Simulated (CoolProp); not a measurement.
Dry air at 298.15 K and 0.125 MPa is compressed adiabatically to 0.676 MPa with isentropic efficiency 0.75. Each further row changes one setting.

Values from CoolProp's reference Helmholtz-energy equation of state, Lemmon 2000. It is a pseudo-pure fit of the blend.

| case | work (kJ/kg) | final temperature (K) | final density (kg/m³) |
|---|---|---|---|
| as stated | ? | ? | 4.34 |
| efficiency 1 | 186 | ? | 4.88 |
| efficiency 0.65 | 286 | 577.7 | 4.07 |

Q: Fill in the missing entries.

A: 
- as stated, work (kJ/kg): 247
- as stated, final temperature (K): 541.2
- efficiency 1, final temperature (K): 481.4
